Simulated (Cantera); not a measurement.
A Cantera script and what it prints.

```python
import numpy as np
import cantera as ct

gas_names = [...]  # 127 gases of nasa_gas.yaml made of C, Fe, H, O, S
cond_names = """
    C(gr) C6H6(L) C7H8(L) C8H18(L),n-octa Fe(a) Fe(c) Fe(d) Fe(L) FeC5O5(L) FeO(s) FeO(L) Fe(OH)2(s)
    Fe(OH)3(s) FeS(a) FeS(b) FeS(c) FeS(L) FeSO4(s) FeS2(s) Fe2O3(s) Fe2S3O12(s) Fe3O4(s) H2O(s) H2O(L)
    H2SO4(L) S(cr1) S(cr2) S(L)
""".split()


# ... load() reads the species with a 1 bar reference pressure and builds the phases ...
atoms = {
    'Fe': {'Fe': 1},
    'H2S': {'H': 2, 'S': 1},
    'CO': {'C': 1, 'O': 1},
}
top_T = {'C(gr)': 4500, 'FeSO4(s)': 950, 'FeS2(s)': 1010, 'Fe2O3(s)': 1830, 'Fe2S3O12(s)': 1100, 'Fe3O4(s)': 1870}  # K; cautious upper limits of use, not melting points


# ... equilibrate(T, P, feed) seeds the gas with the atoms and calls Mixture.equilibrate('TP', solver="vcs", rtol=1e-11, max_steps=5000) ...
results = []
feed = {'Fe': 1, 'H2S': 0.24, 'CO': 43}  # mol
T = 1423.15  # K
P = 2200  # Pa
mix = equilibrate(T, P, feed)
results.append((T, P, feed, dict(zip(mix.species_names, mix.species_moles))))
x = sorted(zip(gas.X, gas.species_names), reverse=True)
print(f"T = {T:g} K  P = {P:g} Pa  gas = {mix.phase_moles(0):.4g} mol")
print("   x: " + "  ".join(f"{s} {v:.3e}" for v, s in x if v > 1e-06))
print("   condensed (mol): " + ("  ".join(f"{mix.phase(i).name} {mix.phase_moles(i):.4g}"
      for i in range(1, mix.n_phases) if mix.phase_moles(i) > 1e-12) or "none"))
```

It prints:

```
T = 1423.15 K  P = 2200 Pa  gas = 43.25 mol
   x: CO 9.934e-01  H2 5.473e-03  COS 3.916e-04  S2 2.268e-04  CO2 1.944e-04  CS2 1.871e-04  H2S 6.575e-05  SH 1.309e-05  CS 9.713e-06  H 3.320e-06  H2O 2.427e-06  S 1.615e-06  Fe 1.216e-06
   condensed (mol): Fe(c) 0.8166  FeS(c) 0.1834
```

Method: chemical equilibrium by Gibbs-energy minimisation in Cantera with the NASA 1993 tables (ideal gas, pure condensed phases). Metal and sulfide melt together well below either melting point, which pure phases cannot show. Mutual solubility and eutectic melting of coexisting phases are not modelled. FeS: taken at fixed stoichiometry.
